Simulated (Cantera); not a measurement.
An adiabatic, constant-pressure homogeneous reactor starts with CH4 : O2 : N2 = 1 : 3.51 : 13.2 (molar parts), equivalence ratio 0.57, at 975 K and 2800000 Pa.

Computed with Cantera and GRI-Mech 3.0 (53 species, 325 reactions). The pressure lies above the range GRI-Mech 3.0 was tuned for (to about 10 atm). Below about 1000 K GRI-Mech 3.0 lacks low-temperature oxidation paths.

Q: Predict: time of steepest temperature rise; temperature at 1.00 s; equilibrium temperature; x(O2) at 1.00 s; x(H) at 1.00 s.

A: time of steepest temperature rise: 43.6 ms
temperature at 1.00 s: 2149 K
equilibrium temperature: 2149 K
x(O2) at 1.00 s: 0.0815 (gas-phase equilibrium 0.0815)
x(H) at 1.00 s: 6.24e-6 (gas-phase equilibrium 6.24e-6)
